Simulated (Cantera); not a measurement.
An isothermal, constant-pressure homogeneous reactor starts with N2O : N2 = 1 : 0.3 (molar parts), at 1050 K and 750 Torr. Integrator tolerance rtol = 1e-08.

Cantera simulation using GRI-Mech 3.0 (53 species, 325 reactions); the numbers are that mechanism's predictions, not measurements. GRI-Mech 3.0 was tuned for natural gas; its chemistry of N2O as a main component is partial and can be far from experiment. The mechanism lacks the step 2 NO + O2 → 2 NO2, which can matter for NO2 below about 1400 K. The temperature is held fixed by assumption; the heat of reaction is taken as removed at once.

Q: What does this change do: temperature 1050 to 1525 K?

A: 
| quantity | before | after |
|---|---|---|
| x(N2O) at 10.0 s | 0.579 (gas-phase equilibrium 4.39e-9) | 4.45e-6 (gas-phase equilibrium 8.88e-8) |
| x(O) at 10.0 s | 9.81e-8 (gas-phase equilibrium 3.55e-10) | 2.68e-6 (gas-phase equilibrium 3.00e-6) |
| x(N2) at 10.0 s | 0.349 (gas-phase equilibrium 0.722) | 0.665 (gas-phase equilibrium 0.721) |
| x(NO) at 10.0 s | 0.00687 (gas-phase equilibrium 5.85e-5) | 0.114 (gas-phase equilibrium 0.00152) |
| x(NO2) at 10.0 s | 0.000103 (gas-phase equilibrium 2.59e-6) | 0.000580 (gas-phase equilibrium 8.67e-6) |
| x(O2) at 10.0 s | 0.0651 (gas-phase equilibrium 0.278) | 0.220 (gas-phase equilibrium 0.277) |

Q: What does this change do: pressure from 750 Torr to 20.0 Torr?

A: 
| quantity | before | after |
|---|---|---|
| x(N2O) at 10.0 s | 0.579 (gas-phase equilibrium 4.39e-9) | 0.763 (gas-phase equilibrium 7.16e-10) |
| x(O) at 10.0 s | 9.81e-8 (gas-phase equilibrium 3.55e-10) | 1.24e-7 (gas-phase equilibrium 2.17e-9) |
| x(N2) at 10.0 s | 0.349 (gas-phase equilibrium 0.722) | 0.235 (gas-phase equilibrium 0.722) |
| x(NO) at 10.0 s | 0.00687 (gas-phase equilibrium 5.85e-5) | 0.000256 (gas-phase equilibrium 5.85e-5) |
| x(NO2) at 10.0 s | 0.000103 (gas-phase equilibrium 2.59e-6) | 5.34e-8 (gas-phase equilibrium 4.23e-7) |
| x(O2) at 10.0 s | 0.0651 (gas-phase equilibrium 0.278) | 0.00229 (gas-phase equilibrium 0.278) |
Radical loss at walls, strong at low pressure, is not modelled.
